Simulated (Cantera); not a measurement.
Cantera with NASA thermochemical tables; ideal gases at 1 bar, condensed phases pure. Values are per mole of reaction as written; species without (g) are pure solids or liquids, kept so even where they would boil at 1 bar.

2 Cl(g) = Cl₂(g)

| T (K) | ΔH° (kJ) | ΔS° (J/K) | ΔG° (kJ) | log10 K |
|---|---|---|---|---|
| 1148 | … | … | … | … |
| 1198 | -250.0 | -119.3 | -107.1 | 4.67 |
| 1248 | -250.3 | -119.6 | -101.1 | 4.23 |
| 1298 | -250.6 | -119.8 | -95.1 | 3.83 |
| 1348 | -251.0 | -120.0 | -89.1 | 3.45 |
| 1398 | -251.3 | -120.3 | -83.1 | 3.11 |
| 1448 | … | … | … | … |
| 1498 | -251.8 | -120.7 | -71.1 | 2.48 |
| 1548 | -252.1 | -120.8 | -65.0 | 2.19 |
| 1598 | … | … | … | … |

Q: What belongs in the gaps?

A: 
- 1148, ΔH° (kJ): -249.7
- 1148, ΔS° (J/K): -119.0
- 1148, ΔG° (kJ): -113.0
- 1148, log10 K: 5.14
- 1448, ΔH° (kJ): -251.6
- 1448, ΔS° (J/K): -120.5
- 1448, ΔG° (kJ): -77.1
- 1448, log10 K: 2.78
- 1598, ΔH° (kJ): -252.4
- 1598, ΔS° (J/K): -121.0
- 1598, ΔG° (kJ): -59.0
- 1598, log10 K: 1.93
